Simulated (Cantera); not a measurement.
Input: 1 mol Cr, 0.054 mol H2O, equilibrated at 2277 °C and 75.0 Torr.

These are equilibrium values from Cantera (NASA tables, ideal gas, pure condensed phases), not measurements of a reactor. Candidate condensed phases: Cr, Cr2O3, H2O; 13 gas species. Rates play no part.

Base state: Cr 0.892, CrO 0.0471, H2 0.0390, H 0.0195, H2O 0.00190, CrO2 0.000722, OH 0.000209, O 6.80e-5 (mole fractions); condensed: gas only.

Question: What changes in the equilibrium state with this change: Cr replaced by Ta?

Answer: 
| species | before | after |
|---|---|---|
| H2 | 0.0390 | 0.887 |
| H | 0.0195 | 0.0929 |
| TaO2 | 0 | 0.00967 |
| Cr | 0.892 | 0 |
| CrO | 0.0471 | 0 |
| TaO | 0 | 0.00248 |
| CrO2 | 0.000722 | 0 |
| O | 6.80e-5 | 1.22e-5 |
| Ta(s), mol | 0 | 0.978 |
| Ta2O5(l), mol | 0 | 0.0105 |
Mutual solubility and eutectic melting of coexisting phases are not modelled. Condensed phases not in the tables: N, O or C dissolved in the metal. Further candidate phases: Ta, Ta2O5.
